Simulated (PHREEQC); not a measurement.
Leach liquor: an equilibrium model

Solution (5 °C): 0.017 mol/kgw HCl, 9.5e-05 mol/kgw Al2(SO4)3 and 0.12 mol/kgw MnSO4. Closed to the air; pH follows from the charge balance.

Equilibrium calculation in PHREEQC: ion-association model, phreeqc.dat.

Each row changes one thing in this solution. No solid was allowed to form.

```
case                                    pH  ionic strength (mol/kgw)  Mn+2 (mol/kgw)  SO4-2 (mol/kgw)  MnSO4 (mol/kgw)  HSO4- (mol/kgw)
------------------------------  ----------  ------------------------  --------------  ---------------  ---------------  ---------------
as made                               2.22                     0.302          0.0753           0.0674           0.0433          0.00932
MnSO4 from 0.12 to 0.6 mol/kgw        2.46                      1.33           0.332            0.323            0.265       (withheld)
HCl left out                          5.58                     0.293          0.0731           0.0732       (withheld)       (withheld)
Al2(SO4)3 left out                    2.22                     0.302          0.0753           0.0673           0.0433          0.00932
temperature from 5 to 45 °C     (withheld)                     0.240          0.0610           0.0505       (withheld)           0.0117
```

Task: Fill in the missing entries.

Result: 
- MnSO4 from 0.12 to 0.6 mol/kgw, HSO4- (mol/kgw): 0.0123
- HCl left out, MnSO4 (mol/kgw): 0.0469
- HCl left out, HSO4- (mol/kgw): 4.43e-6
- temperature from 5 to 45 °C, pH: 2.38
- temperature from 5 to 45 °C, MnSO4 (mol/kgw): 0.0579

The ionic strength passes 0.7 mol/kgw, the rough limit of the ion-association models, in MnSO4 from 0.12 to 0.6 mol/kgw. Some of these states are supersaturated (in Gibbsite (slow to form), for instance). At this temperature some constants are extrapolated from 25 °C, and those without enthalpy data are left unchanged.
